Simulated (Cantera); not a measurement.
Charge: 1 mol LiOH, 0.7 mol O₂, 0.6 mol H₂, held at 260000 Pa.

Equilibrium computed with Cantera from the NASA thermochemical tables; the gas is ideal and each condensed phase is pure. Candidate condensed phases: H₂O, Li, LiH, LiOH, Li₂O; 17 gas species. The numbers say what is thermodynamically allowed, not how fast it happens. All values below are at 1448 K.

Base state: H₂O 0.595, O₂ 0.396, LiOH 0.00837, Li₂(OH)₂ 0.000466, OH 0.000110 (mole fractions); condensed: LiOH(l).

Task: What changes in the equilibrium state with this change: LiOH replaced by MgCO₃?

Result: 
```
species         before    after
------------  --------  -------
CO₂                  0    0.500
H₂O              0.595    0.300
O₂               0.396    0.200
LiOH           0.00837        0
Li₂(OH)₂      0.000466        0
OH            0.000110  6.59e-5
LiOH(l), mol     0.991        0
MgO(s), mol          0     1.00
```
Further candidate phases: C, C₆H₆, C₇H₈, C₈H₁₈, Mg, MgCO₃, MgO, Mg(OH)₂.
